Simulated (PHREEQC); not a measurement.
Sulfide liquor: speciation

A solution holds 0.091 mol NH4HS and 0.029 mol NaCl per kg of water, at 42 °C. Closed to the air; pH follows from the charge balance.

Computed with PHREEQC (ion-association model, phreeqc.dat).

This is a speciation only: nothing precipitates in the calculation.

Q: Estimate the pH, density.

A: pH 7.76; density 0.993 g/cm³.

Q: In which forms is S present?

A: HS- 93 %, H2S 6.7 % of the S.

Constants without temperature data keep their 25 °C values here.
